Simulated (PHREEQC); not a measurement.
Solution (85 °C): 0.1 mol/kgw NaH2PO4, 0.073 mol/kgw K2HPO4 and 0.034 mol/kgw KCl. Closed to the air; pH follows from the charge balance.

The numbers come from PHREEQC with the ion-association model, phreeqc.dat.

| Quantity | Result |
|---|---|
| pH | 6.39 |
| ionic strength | 0.339 mol/kgw |
| activity of water | 0.992 |
| specific conductance | 54900 µS/cm |
| density | 0.989 g/cm³ |
| total alkalinity | 73.0 meq/kg |

```json
[
 {"species": "K+", "molality": "0.176", "activity": "0.112", "log γ": "-0.194"},
 {"species": "H2PO4-", "molality": "0.1000", "activity": "0.0687", "log γ": "-0.163"},
 {"species": "Na+", "molality": "0.0973", "activity": "0.0676", "log γ": "-0.159"},
 {"species": "HPO4-2", "molality": "0.0659", "activity": "0.0139", "log γ": "-0.677"},
 {"species": "Cl-", "molality": "0.0340", "activity": "0.0219", "log γ": "-0.190"},
 {"species": "KHPO4-", "molality": "0.00442", "activity": "0.00304", "log γ": "-0.163"},
 {"species": "NaHPO4-", "molality": "0.00266", "activity": "0.00183", "log γ": "-0.163"},
 {"species": "H3PO4", "molality": "6.91e-6", "activity": "7.47e-6", "log γ": "0.034"},
 {"species": "PO4-3", "molality": "2.05e-6", "activity": "4.16e-8", "log γ": "-1.692"},
 {"species": "OH-", "molality": "1.23e-6", "activity": "7.80e-7", "log γ": "-0.199"},
 {"species": "H+", "molality": "5.38e-7", "activity": "4.07e-7", "log γ": "-0.121"}
]
```

No solid was allowed to form. Away from 25 °C the constants follow the database's enthalpies or fits; those with neither stay at their 25 °C values.
